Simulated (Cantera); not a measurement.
Cantera run:

```python
import numpy as np
import cantera as ct

gas_names = """
    CL CLO CL2 N NO NO2 NO3 N2 N2O O O2 O3 Sr SrCL SrCL2 SrO
""".split()
cond_names = """
    Sr(a) Sr(b) Sr(L) SrCL2(a) SrCL2(b) SrCL2(L) SrO(s) SrO(L)
""".split()


# ... load() reads the species with a 1 bar reference pressure and builds the phases ...
atoms = {
    'SrCl2': {'Sr': 1, 'CL': 2},
    'O2': {'O': 2},
    'N2': {'N': 2},
}
top_T = {}  # K; cautious upper limits of use, not melting points


# ... equilibrate(T, P, feed) seeds the gas with the atoms and calls Mixture.equilibrate('TP', solver="vcs", rtol=1e-11, max_steps=5000) ...
results = []
feed = {'SrCl2': 1, 'O2': 2.8, 'N2': 19}  # mol
P = 4000  # Pa
for T in [1148, 1298, 1448, 1598, 1748, 1898, 2048, 2198]:
    mix = equilibrate(T, P, feed)
    results.append((T, P, feed, dict(zip(mix.species_names, mix.species_moles))))
    x = sorted(zip(gas.X, gas.species_names), reverse=True)
    print(f"T = {T:g} K  P = {P:g} Pa  gas = {mix.phase_moles(0):.4g} mol")
    print("   x: " + "  ".join(f"{s} {v:.3e}" for v, s in x if v > 0.001))
    print("   condensed (mol): " + ("  ".join(f"{mix.phase(i).name} {mix.phase_moles(i):.4g}"
          for i in range(1, mix.n_phases) if mix.phase_moles(i) > 1e-12) or "none"))
```

Result:

```
T = 1148 K  P = 4000 Pa  gas = 21.8 mol
   x: N2 8.715e-01  O2 1.284e-01
   condensed (mol): SrCL2(L) 0.9998  SrO(s) 1.982e-05
T = 1298 K  P = 4000 Pa  gas = 21.81 mol
   x: N2 8.711e-01  O2 1.282e-01
   condensed (mol): SrCL2(L) 0.9933  SrO(s) 0.0002926
T = 1448 K  P = 4000 Pa  gas = 21.91 mol
   x: N2 8.668e-01  O2 1.273e-01  SrCL2 4.879e-03
   condensed (mol): SrCL2(L) 0.8907  SrO(s) 0.002446
T = 1598 K  P = 4000 Pa  gas = 22.81 mol
   x: N2 8.323e-01  O2 1.217e-01  SrCL2 4.325e-02  NO 1.501e-03  CL 1.182e-03
   condensed (mol): SrO(s) 0.01361
T = 1748 K  P = 4000 Pa  gas = 22.81 mol
   x: N2 8.315e-01  O2 1.208e-01  SrCL2 4.285e-02  NO 2.700e-03  CL 1.956e-03
   condensed (mol): SrO(s) 0.02239
T = 1898 K  P = 4000 Pa  gas = 22.82 mol
   x: N2 8.303e-01  O2 1.195e-01  SrCL2 4.230e-02  NO 4.412e-03  CL 3.012e-03
   condensed (mol): SrO(s) 0.03431
T = 2048 K  P = 4000 Pa  gas = 22.84 mol
   x: N2 8.284e-01  O2 1.173e-01  SrCL2 4.155e-02  NO 6.677e-03  CL 4.372e-03  O 1.642e-03
   condensed (mol): SrO(s) 0.04914
T = 2198 K  P = 4000 Pa  gas = 22.89 mol
   x: N2 8.252e-01  O2 1.139e-01  SrCL2 4.052e-02  NO 9.472e-03  CL 6.032e-03  O 4.505e-03
   condensed (mol): SrO(s) 0.06423
```

Method: chemical equilibrium by Gibbs-energy minimisation in Cantera with the NASA 1993 tables (ideal gas, pure condensed phases). Mutual solubility and eutectic melting of coexisting phases are not modelled. Condensed phases not in the tables: oxide chlorides.
